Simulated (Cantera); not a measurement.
Input: 1 mol Si2H6, 0.16 mol Cl2, 780 mol H2, equilibrated at 0.0133 bar.

Method: chemical equilibrium by Gibbs-energy minimisation in Cantera with the NASA 1993 tables (ideal gas, pure condensed phases). Candidate condensed phases: Si; 19 gas species. The feed counts by its element totals alone. Kinetics and transport are ignored.

Problem. At 1050 °C, list the 3 most abundant gas species with their mole fractions, and the condensed phases.

Solution. H2 1.000, HCl 0.000408, H 1.37e-5. Condensed: Si(s).
